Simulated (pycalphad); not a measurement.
CALPHAD calculation (pycalphad, COST 507 light-alloy database (1999)), 1 atm. The database dates from 1999; later assessments differ in places, in temperatures and in the compounds included. Amounts are mole fractions of atoms.

Problem. Give the equilibrium state of Si-19.65Ti (wt.%) at 1320 K.

Solution. 
```
T = 1320.00 K, P = 101325 Pa, N = 1 mol of atoms
G = -70560 J/mol, H = 4387 J/mol, S = 56.78 J/(mol K)  (SER reference)
chemical potentials (J/mol): Si -46770, Ti -236329
phase             fraction      x(Si)      x(Ti)
DIAMOND_A4          0.6235     1.0000   9.53e-13
SI2TI               0.3765     0.6667     0.3333
```

Problem. Give the equilibrium state of Si-19.65Ti (wt.%) at 1640 K.

Solution. liquid, fraction 0.813, with 23.7 Ti wt.%; diamond (Si), fraction 0.187, with <0.01 Ti wt.%.

Database names, with the compositions (at.%) that they take in these runs: SI2TI: Si 67 Ti 33. DIAMOND_A4 is diamond (Si).
